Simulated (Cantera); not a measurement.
## Dilute partial oxidation

An isothermal, constant-pressure homogeneous reactor starts with 1.84 % CH4, 1.16 % O2, 97.0 % N2, equivalence ratio 3.2, at 1450 K and 19.0 bar.

Detailed kinetics in Cantera: GRI-Mech 3.0 (53 species, 325 reactions). The pressure lies above the range GRI-Mech 3.0 was tuned for (to about 10 atm).

```tsv
t (s)	x CH4	x O2	x CH2CO	x O	x HCN
0.000300	0.0184	0.0116	7.26e-10	2.20e-9	<1e-12
0.000783	0.0183	0.0116	1.39e-8	3.03e-9	<1e-12
0.00204	0.0180	0.0114	3.42e-7	5.71e-9	<1e-12
0.00533	0.0163	0.0105	1.51e-5	1.81e-8	4.81e-12
0.0139	0.00737	0.00197	0.000101	2.39e-8	3.28e-9
0.0363	0.00625	0.000171	6.46e-6	5.36e-10	7.17e-9
0.0949	0.00599	1.30e-5	6.05e-7	2.68e-11	7.83e-9
0.248	0.00554	3.37e-8	2.48e-7	<1e-12	8.14e-9
0.646	0.00472	<1e-12	2.60e-7	<1e-12	8.40e-9
1.69	0.00368	<1e-12	2.73e-7	<1e-12	8.94e-9
4.40	0.00308	<1e-12	2.58e-7	<1e-12	1.02e-8
11.5	0.00302	<1e-12	1.93e-7	<1e-12	1.27e-8
30.0	0.00292	<1e-12	1.11e-7	<1e-12	1.62e-8
```
x: mole fraction; the columns are a selection and need not sum to one.

Equilibrium at this temperature and pressure: CH4 4.24e-7, O2 <1e-12, CH2CO 2.81e-12, O <1e-12, HCN 1.21e-6 (gas phase only).
